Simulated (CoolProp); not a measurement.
Vapour-liquid equilibrium of carbon dioxide (1) + carbonyl sulfide (2) at 230.6 K; x and y are mole fractions of (1).

Model: multi-fluid Helmholtz-energy mixture model, Span 1996 and Lemmon 2006; pair parameters Bell 2016, in CoolProp.

| x | bubble pressure (MPa) | y at the bubble point | dew pressure at overall composition x (MPa) | liquid density (mol/L) |
|---|---|---|---|---|
| 0.05 | 0.2196 | 0.371 | 0.1494 | 19.51 |
| 0.125 | 0.3196 | 0.590 | 0.1616 | 19.87 |
| 0.2 | 0.4033 | 0.692 | 0.1757 | 20.24 |
| 0.275 | 0.4736 | 0.752 | 0.1926 | 20.62 |
| 0.35 | 0.5334 | 0.793 | 0.2130 | 21.02 |
| 0.425 | 0.5855 | 0.823 | 0.2381 | 21.44 |
| 0.5 | 0.6319 | 0.848 | 0.2696 | 21.87 |
| 0.575 | 0.6747 | 0.870 | 0.3103 | 22.33 |
| 0.65 | 0.7156 | 0.890 | 0.3647 | 22.81 |
| 0.725 | 0.7559 | 0.910 | 0.4398 | 23.33 |
| 0.8 | 0.7966 | 0.932 | 0.5454 | 23.88 |
| 0.875 | 0.8387 | 0.955 | 0.6851 | 24.48 |
| 0.95 | 0.8828 | 0.980 | 0.8306 | 25.13 |

No azeotrope shows between x = 0.05 and 0.95.

Pair parameters are fitted to limited data, so mixtures are less certain than the pure fluids.
